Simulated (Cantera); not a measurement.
# Equilibrium for metals in furnace atmospheres: Pb + CO

A closed system holds: 1 mol Pb, 2.6 mol CO, held at 750 Torr.

Method: chemical equilibrium by Gibbs-energy minimisation in Cantera with the NASA 1993 tables (ideal gas, pure condensed phases). Candidate condensed phases: C, Pb, PbO, PbO2, Pb3O4; 15 gas species. Kinetics and transport are ignored.

From 1048 K to 1648 K the condensed part is C(graphite) + Pb(l). At 1748 K the condensed part is Pb(l). From 1848 K to 1948 K nothing is condensed. The main Pb-bearing gas is Pb throughout.

```tsv
T (K)	x CO	x Pb	x CO2	x Pb2	x PbO	n C(graphite)	n Pb(l)
1048	0.842	4.47e-5	0.157	2.79e-10	3.82e-11	0.354	1.000
1148	0.962	0.000280	0.0377	5.99e-9	2.39e-10	0.0944	0.999
1248	0.989	0.00130	0.00966	7.75e-8	1.03e-9	0.0249	0.997
1348	0.992	0.00478	0.00294	6.77e-7	3.46e-9	0.00765	0.988
1448	0.984	0.0146	0.00104	4.34e-6	9.75e-9	0.00273	0.962
1548	0.961	0.0384	0.000407	2.17e-5	2.36e-8	0.00110	0.896
1648	0.910	0.0898	0.000168	8.82e-5	4.96e-8	0.000481	0.743
1748	0.810	0.190	6.75e-5	0.000304	8.92e-8	0	0.389
1848	0.723	0.277	2.95e-5	0.000512	1.12e-7	0	0
1948	0.722	0.277	1.72e-5	0.000414	1.08e-7	0	0
```
x: gas mole fraction; n: condensed amount in mol.
